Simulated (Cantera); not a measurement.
Moist CO burnout

An isothermal, constant-pressure homogeneous reactor starts with 0.186 % CO, 1.86 % O2, 0.0372 % H2O, 97.9 % N2, at 1475 K and 0.987 atm.

Computed with Cantera and GRI-Mech 3.0 (53 species, 325 reactions).

```tsv
t (s)	x CO	x O2	x H2O	x HO2	x O	x CO2	x NO
2.00e-5	0.00186	0.0186	0.000372	1.64e-11	1.16e-9	1.17e-9	<1e-12
0.000102	0.00186	0.0186	0.000372	7.69e-11	5.90e-9	6.00e-9	<1e-12
0.000518	0.00186	0.0186	0.000372	3.67e-10	3.21e-8	3.50e-8	<1e-12
0.00264	0.00186	0.0186	0.000372	1.53e-8	9.01e-7	1.14e-6	6.74e-12
0.0134	0.000634	0.0178	0.000335	7.56e-7	0.000307	0.00123	4.57e-7
0.0683	1.76e-5	0.0177	0.000366	9.15e-8	1.52e-5	0.00184	1.72e-6
0.347	3.71e-7	0.0177	0.000371	5.51e-9	1.18e-6	0.00186	1.85e-6
1.77	4.87e-8	0.0177	0.000371	1.57e-9	3.91e-7	0.00186	1.87e-6
9.00	4.71e-8	0.0177	0.000371	1.54e-9	3.84e-7	0.00186	1.91e-6
```
x: mole fraction; the columns are a selection and need not sum to one.

Equilibrium at this temperature and pressure: CO 4.73e-8, O2 0.0175, H2O 0.000371, HO2 1.53e-9, O 3.82e-7, CO2 0.00186, NO 0.000350 (gas phase only).
